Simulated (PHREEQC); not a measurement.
NaOH is added in steps, without added water, to 1 kg of water holding 3.3 mmol/kgw NaHCO3, at 81 °C. O2 is buffered at 0.21 atm. No CO2 enters from the air. Precipitation was switched off in this run.

Base run: PHREEQC, ion-association model, wateq4f.dat. Each further column changes one thing. The table gives pH.

```csv
NaOH added (mol),base,temperature from 81 to 20 °C,0.001 mol/kgw K3PO4 added,solids may form
0,7.98,8.31,9.18,7.98
0.001375,9.32,10.06,9.59,9.32
0.002406,9.59,10.52,9.78,9.59
0.003781,9.84,11.07,9.97,9.84
0.004812,9.97,11.36,10.08,9.97
0.006188,10.12,11.60,10.20,10.12
0.007219,10.21,11.72,10.27,10.21
0.008594,10.31,11.84,10.36,10.31
0.009625,10.37,11.92,10.42,10.37
0.011,10.44,12.00,10.48,10.44
```

Constants without temperature data keep their 25 °C values here.  H3PO4, which wateq4f.dat lacks, is added to it with the constant of phreeqc.dat. Solids allowed in the column 'solids may form': Nahcolite, Natron.
